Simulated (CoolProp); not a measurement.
n-undecane at 293.15 K and 1.38 MPa is throttled through a valve to 0.46 MPa with no heat exchange. Each further row changes one setting.

Computed with CoolProp (reference Helmholtz-energy equation of state, Aleksandrov 2011). It is a short technical equation, of lower accuracy than the large ones.

```
case                       temperature change (K)
-------------------------  ----------------------
as stated                                       …
outlet pressure 0.138 MPa                       …
outlet pressure 0.598 MPa                       …
```

### Question
Fill in the missing entries.

### Answer

- as stated, temperature change (K): +0.4
- outlet pressure 0.138 MPa, temperature change (K): +0.5
- outlet pressure 0.598 MPa, temperature change (K): +0.3
